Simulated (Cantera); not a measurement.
A closed system holds: 1 mol Pb, 7.3 mol CO, 31 mol H2, held at 775 K and 0.000800 bar.

Method: chemical equilibrium by Gibbs-energy minimisation in Cantera with the NASA 1993 tables (ideal gas, pure condensed phases). Candidate condensed phases: C, C6H6, C7H8, C8H18, H2O, Pb, PbO, PbO2, Pb3O4; 113 gas species. Rates play no part.

Base state: H2 0.812, CO 0.176, CO2 0.00567, H2O 0.00517, CH4 0.00108, Pb 3.11e-5 (mole fractions); condensed: C(graphite) + Pb(l).

### Question
What changes in the equilibrium state with this change: temperature from 775 K to 973 K?

### Answer
| species | before | after |
|---|---|---|
| H2 | 0.812 | 0.800 |
| CO | 0.176 | 0.188 |
| Pb | 3.11e-5 | 0.0109 |
| CO2 | 0.00567 | 2.85e-5 |
| H2O | 0.00517 | 7.50e-5 |
| CH4 | 0.00108 | 6.59e-5 |
| C(graphite), mol | 0.369 | 0.00146 |
| Pb(l), mol | 0.999 | 0.577 |

### Question
What changes in the equilibrium state with this change: H2 from 31 to 2.2 mol?

### Answer
```
species            before    after
----------------  -------  -------
CO                  0.176    0.667
H2                  0.812    0.246
CO2               0.00567   0.0811
Pb                3.11e-5  3.11e-5
CH4               0.00108  9.87e-5
H2O               0.00517  0.00592
C(graphite), mol    0.369    0.760
Pb(l), mol          0.999    1.000
```
